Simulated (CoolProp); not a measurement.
Vapour-liquid equilibrium of C2F6 (R116) (1) + R143a (2) at 0.0608 MPa; x and y are mole fractions of (1).

The numbers come from the multi-fluid Helmholtz-energy mixture model, Lemmon 2006 and Lemmon and Jacobsen 2000; pair parameters Bell 2016 in CoolProp.

**Question.** Give the bubble temperature and the first vapour's composition at x = 0.2, 0.5, 0.65. Is there an azeotrope?

**Answer.** x = 0.2: 193.3 K, y = 0.774; x = 0.5: 188.2 K, y = 0.865; x = 0.65: 187.5 K, y = 0.880. No azeotrope shows between x = 0.05 and 0.95.

Pair parameters are fitted to limited data, so mixtures are less certain than the pure fluids. With so large a gap from Raoult's law the liquid may split in two, which this calculation doesn't test in full.
